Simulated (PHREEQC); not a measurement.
A solution holds 61 mmol/kgw CdCl2, 14 mmol/kgw NaOH and 51 mmol/kgw HCl, at 20 °C. Closed to the air; pH follows from the charge balance.

Computed with PHREEQC (ion-association model, wateq4f.dat).

```
quantity                  before  after
------------------------  ------  -----
pH                          1.52   1.53
ionic strength (mol/kgw)   0.123  0.216
Cl- (mol/kgw)              0.112  0.163
SI of Halite (NaCl)        -4.61  -4.49
```

### Question
What was changed between the two runs?
A) CdCl2 left out
B) diluted 10-fold with water
C) CdCl2 replaced by NiCl2 at the same molality
D) HCl replaced by CaCl2 at the same molality

### Answer
C, CdCl2 replaced by NiCl2 at the same molality

No solid was allowed to form.
